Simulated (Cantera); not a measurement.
## Premixed flame

A freely propagating, adiabatic, planar premixed flame of H2 : O2 : N2 : H2O = 1 : 0.417 : 1.2 : 0.85 (molar parts), equivalence ratio 1.2, unburnt at 575 K and 3.26 atm; mixture-averaged transport, grid criteria slope 0.08 and curve 0.16, no radiation.

Cantera simulation using the H2/O2 subset of GRI-Mech 3.0, which has no nitrogen chemistry; the numbers are that mechanism's predictions, not measurements. The hydrogen kinetics of GRI-Mech 3.0 are dated; newer H2 mechanisms differ, most at raised pressure. Burning velocities carry a grid error of a few per cent, more on coarse grids.

| z (mm) | T (K) | u (m/s) | x H2 | x O2 | x H2O | x H | x O | x H2O2 |
|---|---|---|---|---|---|---|---|---|
| -0.261 | 575 | 4.31 | 0.288 | 0.120 | 0.245 | <1e-8 | <1e-8 | <1e-8 |
| -0.174 | 575 | 4.31 | 0.288 | 0.120 | 0.245 | <1e-8 | <1e-8 | <1e-8 |
| -0.130 | 575 | 4.31 | 0.287 | 0.121 | 0.246 | <1e-8 | <1e-8 | 5.40e-8 |
| -0.0869 | 579 | 4.31 | 0.282 | 0.121 | 0.248 | <1e-8 | 7.02e-8 | 8.37e-7 |
| -0.0435 | 649 | 4.68 | 0.256 | 0.123 | 0.262 | 1.41e-5 | 6.23e-6 | 4.17e-5 |
| -0.0217 | 922 | 6.44 | 0.213 | 0.113 | 0.301 | 0.00115 | 0.000164 | 0.000131 |
| 0 | 1318 | 9.01 | 0.155 | 0.0835 | 0.373 | 0.00809 | 0.00123 | 4.64e-5 |
| 0.0217 | 1594 | 10.8 | 0.106 | 0.0482 | 0.440 | 0.0165 | 0.00246 | 6.78e-6 |
| 0.0435 | 1750 | 11.8 | 0.0799 | 0.0265 | 0.479 | 0.0193 | 0.00278 | 4.19e-6 |
| 0.0869 | 1901 | 12.7 | 0.0642 | 0.0120 | 0.507 | 0.0166 | 0.00239 | 2.47e-6 |
| 0.174 | 2024 | 13.5 | 0.0582 | 0.00646 | 0.523 | 0.0108 | 0.00141 | 1.41e-6 |
| 0.348 | 2113 | 14.0 | 0.0541 | 0.00341 | 0.536 | 0.00646 | 0.000676 | 8.21e-7 |
| 0.695 | 2169 | 14.3 | 0.0509 | 0.00160 | 0.544 | 0.00382 | 0.000291 | 4.45e-7 |
x: mole fraction of selected species; z is measured from the peak of heat release.

```yaml
laminar_burning_velocity: 431 cm/s
thermal_thickness: 0.0869 mm
peak x(H): 0.0193
peak x(O): 0.00278
peak x(H2O2): 0.000132
grid_points: 107
```
